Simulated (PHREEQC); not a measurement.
A solution holds 0.003 mol/kgw H3PO4, 0.069 mol/kgw Na2SO4 and 3.5e-05 mol/kgw KCl, at 25 °C. Closed to the air; pH follows from the charge balance.

Computed with PHREEQC (ion-association model, wateq4f.dat).

```csv
quantity,before,after
pH,3.10,3.39
ionic strength (mol/kgw),0.185,0.799
Na+ (mol/kgw),0.127,0.573
SO4-2 (mol/kgw),0.0564,0.226
NaSO4- (mol/kgw),0.0108,0.117
HSO4- (mol/kgw),0.00178,0.00237
SI of Mirabilite (Na2SO4:10H2O),-2.71,-1.15
SI of Halite (NaCl),-7.20,-6.64
```

Task: Name the change that produced these shifts.
A. diluted 2-fold with water
B. H3PO4 left out
C. H3PO4 from 0.003 to 0.0033 mol/kgw
D. Na2SO4 from 0.069 to 0.345 mol/kgw
E. KCl from 3.5e-05 to 0.000175 mol/kgw

Result: D, Na2SO4 from 0.069 to 0.345 mol/kgw

This is a speciation only: nothing precipitates in the calculation. The ionic strength passes 0.7 mol/kgw, the rough limit of the ion-association models, in after. H3PO4, which wateq4f.dat lacks, is added to it with the constant of phreeqc.dat.
